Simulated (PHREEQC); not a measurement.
Dissolve 0.11 mol ZnSO4 and 0.025 mol CaCl2 per kg of water at 25 °C. Closed to the air; pH follows from the charge balance.

All values are PHREEQC results (ion-association model, wateq4f.dat), not measurements.

### Question
The ionic strength comes out as 0.274 mol/kgw. What activity coefficients do ZnCl3-, ZnOH+, Zn(SO4)2-2, HSO4-, H+ get?

### Answer
ZnCl3- 0.70, ZnOH+ 0.74, Zn(SO4)2-2 0.29, HSO4- 0.71, H+ 0.79.

This is a speciation only: nothing precipitates in the calculation. Examples of supersaturated solids here: Gypsum. Others may be too. Species that the database lacks are ignored.
